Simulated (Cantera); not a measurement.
A freely propagating, adiabatic, planar premixed flame of CH₄ : C₂H₆ : O₂ : N₂ = 1 : 0.097 : 3.16 : 8.85 (molar parts), equivalence ratio 0.74, unburnt at 400 K and 1.40 bar; mixture-averaged transport, grid criteria slope 0.08 and curve 0.16, no radiation.

Model: GRI-Mech 3.0 (53 species, 325 reactions), integrated in Cantera. Burning velocities carry a grid error of a few per cent, more on coarse grids.

### Question
Predict: laminar burning velocity; thermal thickness; peak x(CH₂).

### Answer
```
Property                     Result
------------------------  ---------
laminar burning velocity  66.3 cm/s
thermal thickness          0.254 mm
peak x(CH₂)                 3.19e-5
```
